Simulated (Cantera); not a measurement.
What does this Cantera script print?

```python
import numpy as np
import cantera as ct

gas = ct.Solution("gri30.yaml")


def delay(T, t_max=10):
    gas.TPX = T, 370000, {'H2': 1, 'O2': 0.5, 'N2': 1.88, 'NO': 0.0039}
    reactor = ct.IdealGasConstPressureReactor(gas, clone=False)
    net = ct.ReactorNet([reactor])
    net.rtol, net.atol = 1e-8, 1e-16
    while net.time < t_max:
        t_old, T_old = net.time, reactor.T
        net.step()
        if reactor.T > T + 400:  # ignition: a rise of 400 K
            return t_old + (T + 400 - T_old) / (reactor.T - T_old) * (net.time - t_old)
    return np.nan


taus = []
for T in [1300, 1400, 1500, 1600, 1700, 1800]:
    taus.append(delay(T))
    print(f"T0 = {T:6g} K   tau = {taus[-1]:.4e} s")
```

Result:

```
T0 =   1300 K   tau = 8.3962e-06 s
T0 =   1400 K   tau = 5.3885e-06 s
T0 =   1500 K   tau = 3.8771e-06 s
T0 =   1600 K   tau = 3.0344e-06 s
T0 =   1700 K   tau = 2.5495e-06 s
T0 =   1800 K   tau = 2.2788e-06 s
```

Detailed kinetics in Cantera: GRI-Mech 3.0 (53 species, 325 reactions). The hydrogen kinetics of GRI-Mech 3.0 are dated; newer H2 mechanisms differ, most at raised pressure. The mechanism lacks 2 NO + O2 → 2 NO2 and HONO, so NO2 and the effect of NO are under-described below about 1400 K. Where the delays flatten at high temperature, the 400 K rule measures the pace of heat release, not the induction time.
